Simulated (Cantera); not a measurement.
Input (Python, Cantera):

```python
import numpy as np
import cantera as ct

gas = ct.Solution("gri30.yaml")


def delay(T, t_max=10):
    gas.TPX = T, 130000, {'CH4': 1, 'C2H6': 0.068, 'C3H8': 0.15, 'O2': 1.49, 'N2': 5.62}
    reactor = ct.IdealGasConstPressureReactor(gas, clone=False)
    net = ct.ReactorNet([reactor])
    net.rtol, net.atol = 1e-8, 1e-16
    while net.time < t_max:
        t_old, T_old = net.time, reactor.T
        net.step()
        if reactor.T > T + 400:  # ignition: a rise of 400 K
            return t_old + (T + 400 - T_old) / (reactor.T - T_old) * (net.time - t_old)
    return np.nan


taus = []
for T in [1075, 1125, 1175, 1225, 1275, 1325]:
    taus.append(delay(T))
    print(f"T0 = {T:6g} K   tau = {taus[-1]:.4e} s")
```

Result:

```
T0 =   1075 K   tau = 5.3568e-02 s
T0 =   1125 K   tau = 2.3627e-02 s
T0 =   1175 K   tau = 1.0310e-02 s
T0 =   1225 K   tau = 4.5883e-03 s
T0 =   1275 K   tau = 2.1345e-03 s
T0 =   1325 K   tau = 1.0539e-03 s
```

Cantera simulation using GRI-Mech 3.0 (53 species, 325 reactions); the numbers are that mechanism's predictions, not measurements. GRI-Mech 3.0 was tuned for natural gas; its chemistry of propane as a main component is partial and can be far from experiment.
